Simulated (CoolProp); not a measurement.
R22 at 445.61 K and 9.94 MPa flows at 0.12 m/s in a round tube of 20 mm bore and 0.25 µm roughness, fully developed (64/Re and Nu = 3.66 if laminar; Colebrook and Gnielinski if turbulent). Each further row changes one setting.

Computed with CoolProp (reference Helmholtz-energy equation of state, Kamei 1995).

| case | Reynolds number | Darcy friction factor | pressure drop (Pa/m) | heat-transfer coefficient (W/(m² K)) | mass flow (kg/h) |
|---|---|---|---|---|---|
| as stated | 32400 | ? | ? | 175 | ? |
| velocity 0.24 m/s | 64900 | 0.0198 | 10.8 | ? | 103 |
| diameter 40 mm | 64900 | 0.0198 | 1.35 | ? | ? |

Q: Complete the blanks.

A: 
- as stated, Darcy friction factor: 0.0231
- as stated, pressure drop (Pa/m): 3.15
- as stated, mass flow (kg/h): 51.4
- velocity 0.24 m/s, heat-transfer coefficient (W/(m² K)): 306
- diameter 40 mm, heat-transfer coefficient (W/(m² K)): 153
- diameter 40 mm, mass flow (kg/h): 205

Viscosity comes from a separate model (Bell 2016), an estimate that may be off by 10 % or more. Thermal conductivity comes from a separate model (McLinden 2000), an estimate that may be off by 10 % or more.
